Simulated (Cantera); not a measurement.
Input (Python, Cantera) and output of one run.

```python
import numpy as np
import cantera as ct

gas_names = [...]  # 113 gases of nasa_gas.yaml made of C, H, O, Ti
cond_names = """
    C(gr) C6H6(L) C7H8(L) C8H18(L),n-octa H2O(s) H2O(L) Ti(a) Ti(b) Ti(L) TiC(s) TiC(L) TiO(a) TiO(b)
    TiO(L) TiO2(ru) TiO2(L) Ti2O3(a) Ti2O3(b) Ti2O3(L) Ti3O5(a) Ti3O5(b) Ti3O5(L) Ti4O7(s) Ti4O7(L)
""".split()


# ... load() reads the species with a 1 bar reference pressure and builds the phases ...
atoms = {
    'Ti': {'Ti': 1},
    'H2O': {'H': 2, 'O': 1},
    'CO': {'C': 1, 'O': 1},
}
top_T = {'C(gr)': 4500}  # K; cautious upper limits of use, not melting points


# ... equilibrate(T, P, feed) seeds the gas with the atoms and calls Mixture.equilibrate('TP', solver="vcs", rtol=1e-11, max_steps=5000) ...
results = []
T = 1775  # K
P = 480  # Pa
for m in [0.058, 0.089, 0.14, 0.21, 0.32, 0.49, 0.75, 1.1, 1.8]:
    feed = {'Ti': 1, 'H2O': m, 'CO': 3.7}  # mol
    mix = equilibrate(T, P, feed)
    results.append((T, P, feed, dict(zip(mix.species_names, mix.species_moles))))
    x = sorted(zip(gas.X, gas.species_names), reverse=True)
    print(f"T = {T:g} K  P = {P:g} Pa  n(H2O) = {m:g} mol  gas = {mix.phase_moles(0):.4g} mol")
    print("   x: " + "  ".join(f"{s} {v:.3e}" for v, s in x if v > 1e-05))
    print("   condensed (mol): " + ("  ".join(f"{mix.phase(i).name} {mix.phase_moles(i):.4g}"
          for i in range(1, mix.n_phases) if mix.phase_moles(i) > 1e-12) or "none"))
```

Result:

```
T = 1775 K  P = 480 Pa  n(H2O) = 0.058 mol  gas = 3.182 mol
   x: CO 9.815e-01  H2 1.795e-02  H 5.596e-04  CO2 2.985e-05
   condensed (mol): TiC(s) 0.5768  Ti2O3(b) 0.2116
T = 1775 K  P = 480 Pa  n(H2O) = 0.089 mol  gas = 3.226 mol
   x: CO 9.720e-01  H2 2.724e-02  H 6.895e-04  CO2 2.945e-05
   condensed (mol): TiC(s) 0.5644  Ti2O3(b) 0.2178
T = 1775 K  P = 480 Pa  n(H2O) = 0.14 mol  gas = 3.297 mol
   x: CO 9.571e-01  H2 4.203e-02  H 8.564e-04  CO2 2.882e-05
   condensed (mol): TiC(s) 0.544  Ti2O3(b) 0.228
T = 1775 K  P = 480 Pa  n(H2O) = 0.21 mol  gas = 3.396 mol
   x: CO 9.376e-01  H2 6.132e-02  H 1.034e-03  CO2 2.800e-05
   condensed (mol): TiC(s) 0.516  Ti2O3(b) 0.242
T = 1775 K  P = 480 Pa  n(H2O) = 0.32 mol  gas = 3.55 mol
   x: CO 9.092e-01  H2 8.950e-02  H 1.250e-03  CO2 2.682e-05
   condensed (mol): TiC(s) 0.4721  Ti2O3(b) 0.264
T = 1775 K  P = 480 Pa  n(H2O) = 0.49 mol  gas = 3.789 mol
   x: CO 8.699e-01  H2 1.286e-01  H 1.498e-03  CO2 2.521e-05  H2O 1.386e-05
   condensed (mol): TiC(s) 0.4041  Ti2O3(b) 0.298
T = 1775 K  P = 480 Pa  n(H2O) = 0.75 mol  gas = 4.154 mol
   x: CO 8.185e-01  H2 1.797e-01  H 1.771e-03  CO2 2.315e-05  H2O 1.891e-05
   condensed (mol): TiC(s) 0.3001  Ti2O3(b) 0.35
T = 1775 K  P = 480 Pa  n(H2O) = 1.1 mol  gas = 4.645 mol
   x: CO 7.621e-01  H2 2.358e-01  H 2.029e-03  H2O 2.412e-05  CO2 2.095e-05
   condensed (mol): TiC(s) 0.1601  Ti2O3(b) 0.42
T = 1775 K  P = 480 Pa  n(H2O) = 1.8 mol  gas = 5.506 mol
   x: CO 6.659e-01  H2 3.150e-01  H2O 1.070e-02  CO2 6.078e-03  H 2.345e-03
   condensed (mol): Ti3O5(b) 0.1696  Ti4O7(s) 0.1228
```

Cantera equilibrium calculation (NASA polynomials, part measured and part estimated; ideal gas, pure solids and liquids). Mutual solubility and eutectic melting of coexisting phases are not modelled. TiC: taken at fixed stoichiometry. Condensed phases not in the tables: Magnéli phases beyond Ti4O7.
